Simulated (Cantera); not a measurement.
An isothermal, constant-pressure homogeneous reactor starts with C3H8 : H2 : N2 = 1 : 77 : 0.21 (molar parts), at 1650 K and 0.140 bar.

Computed with Cantera and GRI-Mech 3.0 (53 species, 325 reactions). GRI-Mech 3.0 was tuned for natural gas; its chemistry of propane as a main component is partial and can be far from experiment. GRI-Mech 3.0 stops at C3 and has no aromatics, soot or wall deposition, so with more carbon than oxygen in the feed, carbon stays in small species such as C2H2 where larger ones or solid carbon would form.

One state of this run: x C3H8 = 9.25e-6; x H2 = 0.969; x H = 0.00230; x CH3 = 0.000704; x C2H2 = 0.00350; x CH2 = 1.39e-6. x: mole fraction; the columns are a selection and need not sum to one.

Problem. Which value of t (s) does it belong to?
A) 0.0193
B) 0.145
C) 1.65e-5
D) 0.000124

Solution. D, 0.000124
